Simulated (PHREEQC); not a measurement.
**Nickel, zinc or cadmium bath (model solution)**

Consider water at 20 °C with 0.0011 mol/kgw ZnCl2, 0.014 mol/kgw Na2SO4 and 4.4e-05 mol/kgw HCl. It is in equilibrium with CO2 at log p = 0 (atm). Otherwise closed; pH follows from the charge balance.

Model: ion-association model, phreeqc.dat, run in PHREEQC.

Each row changes one thing in this solution. No solid was allowed to form.

```
case                                           pH  ionic strength (mol/kgw)  SO4-2 (mol/kgw)  NaSO4- (mol/kgw)  HCO3- (mol/kgw)  HSO4- (mol/kgw)  SI of Halite (NaCl)
-------------------------------------------  ----  ------------------------  ---------------  ----------------  ---------------  ---------------  -------------------
as made                                      3.93                    0.0419           0.0126          0.000808         0.000162          7.65e-5                -5.94
temperature from 20 to 50 °C                 4.09                    0.0415           0.0124          0.000916         0.000147         0.000102                    ?
HCl replaced by AlCl3 at the same molality   3.98                    0.0419           0.0126          0.000806         0.000182          6.81e-5                    ?
HCl left out                                 3.98                    0.0418           0.0126          0.000808         0.000182          6.83e-5                    ?
ZnCl2 replaced by LiCl at the same molality  3.94                    0.0414           0.0131          0.000838         0.000166          7.75e-5                -6.23
ZnCl2 from 0.0011 to 0.011 mol/kgw              ?                    0.0600          0.00972          0.000567         0.000136          6.68e-5                -4.97
ZnCl2 replaced by NaCl at the same molality  3.94                    0.0414           0.0131          0.000871         0.000166          7.75e-5                -6.22
```

Problem. Fill in the missing entries.

Solution. 
- temperature from 20 to 50 °C, SI of Halite (NaCl): -5.97
- HCl replaced by AlCl3 at the same molality, SI of Halite (NaCl): -5.92
- HCl left out, SI of Halite (NaCl): -5.95
- ZnCl2 from 0.0011 to 0.011 mol/kgw, pH: 3.84

Species that the database lacks are ignored. Away from 25 °C the constants follow the database's enthalpies or fits; those with neither stay at their 25 °C values.
